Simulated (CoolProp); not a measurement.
Ethanol at 299.83 K and 3.51 MPa flows at 5.5 m/s in a round tube of 100 mm bore and 1.5 µm roughness, fully developed (64/Re and Nu = 3.66 if laminar; Colebrook and Gnielinski if turbulent). Each further row changes one setting.

Model: reference Helmholtz-energy equation of state, Schroeder 2014, in CoolProp.

| case | Reynolds number | Darcy friction factor | pressure drop (Pa/m) | heat-transfer coefficient (W/(m² K)) | mass flow (kg/h) |
|---|---|---|---|---|---|
| as stated | 404000 | 0.0139 | 1650 | 4800 | 122000 |
| velocity 11 m/s | 808000 | 0.0124 | 5890 | 8940 | 245000 |
| diameter 200 mm | 808000 | 0.0122 | 728 | 4440 | 489000 |

Viscosity comes from a separate model (Kiselev 2005). Thermal conductivity comes from a separate model (Assael 2013).
